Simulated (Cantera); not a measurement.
Charge: 1 mol CuO, 3.1 mol C, 1.5 mol H2, equilibrated at 1527 °C.

Equilibrium computed with Cantera from the NASA thermochemical tables; the gas is ideal and each condensed phase is pure. Candidate condensed phases: C, C6H6, C7H8, C8H18, Cu, CuO, Cu(OH)2, Cu2O, H2O; 113 gas species. Rates play no part.

Which condensed phases are stable at each of these points (P (Pa)): 10, 36, 130, 460, 1700, 6000, 22000, 77000, 280000, 1000000?


```
P (Pa)      condensed phases  Cu condensed (%)
-------  -------------------  ----------------
10               C(graphite)               0.0
36               C(graphite)               0.0
130              C(graphite)               0.0
460      C(graphite) + Cu(l)              66.4
1700     C(graphite) + Cu(l)              91.7
6000     C(graphite) + Cu(l)              97.7
22000    C(graphite) + Cu(l)              99.4
77000    C(graphite) + Cu(l)              99.8
280000   C(graphite) + Cu(l)             100.0
1000000  C(graphite) + Cu(l)             100.0
```

From 0.0750 Torr to 0.975 Torr the condensed part is C(graphite). From 3.45 Torr to 7500 Torr the condensed part is C(graphite) + Cu(l).
